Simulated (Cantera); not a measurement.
Reactions in the system N-Nb-O

Source: NASA polynomial tables (part measured, part estimated), evaluated in Cantera. Values are per mole of reaction as written; species without (g) are pure solids or liquids, kept so even where they would boil at 1 bar.

2 NbO₂ + N₂(g) ⇌ 2 NO₂(g) + 2 Nb

```
T (K)  ΔH° (kJ)  ΔS° (J/K)  ΔG° (kJ)  log10 K  condensed phases
-----  --------  ---------  --------  -------  ----------------
300      1658.3      252.5    1582.5  -275.53    NbO₂(s), Nb(s)
2548     1399.1       96.6    1152.8   -23.63    NbO₂(l), Nb(s)
2623     1397.2       95.9    1145.6   -22.81    NbO₂(l), Nb(s)
2698     1395.6       95.3    1138.4   -22.04    NbO₂(l), Nb(s)
2773     1447.5      114.2    1130.9   -21.30    NbO₂(l), Nb(l)
2848     1444.8      113.2    1122.3   -20.58    NbO₂(l), Nb(l)
```
